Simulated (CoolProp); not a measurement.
Values from CoolProp's reference Helmholtz-energy equation of state, Fiedler 2023.

### Question
Give the vapour pressure (MPa), liquid density (kg/m³), enthalpy of vaporisation (kJ/kg), liquid cp (kJ/(kg K)) of saturated tetrahydrofuran at 419.4, 433 K.

### Answer
```csv
T (K),p (MPa),liquid density (kg/m³),enthalpy of vaporisation (kJ/kg),liquid cp (kJ/(kg K))
419.4,0.783,734,347,2.26
433,1.02,714,332,2.34
```
